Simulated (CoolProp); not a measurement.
The fluid at 298.15 K and 0.0175 MPa expands adiabatically to 0.00165 MPa with isentropic efficiency 0.7. The same conditions are run with several fluids, on thermodynamics alone (safety and materials aside).

Model: reference Helmholtz-energy equation of state of each fluid (n-perfluorohexane: Gao 2022; propane: Lemmon 2009; R365MFC: Lemmon 2016; R113: Marx 1992), in CoolProp.

```csv
fluid,work (kJ/kg),final temperature (K),final density (kg/m³)
n-perfluorohexane,11.6,283.3,0.237
propane,80.6,245.9,0.0356
R365MFC,25.7,270.8,0.109
R113,20.0,265.8,0.140
```
